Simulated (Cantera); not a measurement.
**Sublimation and decomposition of ceramics: AlN + N₂**

Charge: 1 mol AlN, 0.37 mol N₂, equilibrated at 0.0150 Torr.

Cantera equilibrium calculation (NASA polynomials, part measured and part estimated; ideal gas, pure solids and liquids). Candidate condensed phases: Al, AlN; 12 gas species. Ions and electrons are included (thermal ionisation). Equilibrium is a limit: real reactors are often held back by kinetics, nucleation or transport.

```
T (K)     x Al     x N₂       x N      x e-     x Al+      x N+     x Al₂
-----  -------  -------  --------  --------  --------  --------  --------
2500     0.533    0.465   4.46e-5  0.000909  0.000909    <1e-12   2.15e-7
2750     0.529    0.463  0.000366   0.00360   0.00360    <1e-12   9.90e-8
3000     0.517    0.458   0.00211    0.0113    0.0113    <1e-12   5.01e-8
3250     0.487    0.445   0.00920    0.0296    0.0296    <1e-12   2.60e-8
3500     0.426    0.412    0.0318    0.0651    0.0651    <1e-12   1.26e-8
3750     0.327    0.345    0.0882     0.120     0.120  1.34e-12   4.96e-9
4000     0.202    0.238     0.194     0.183     0.183  3.78e-11   1.34e-9
4250    0.0976    0.121     0.325     0.228     0.228  7.08e-10  2.30e-10
4500    0.0407   0.0431     0.418     0.249     0.249   8.73e-9  3.06e-11
4750    0.0170   0.0129     0.453     0.258     0.258   7.52e-8  4.18e-12
5000   0.00747  0.00390     0.463     0.263     0.263   5.06e-7    <1e-12
```
x: gas mole fraction; nothing condenses.

From 2500 K to 5000 K nothing is condensed. The main Al-bearing gas is Al at 2500 K and Al+ at 5000 K.
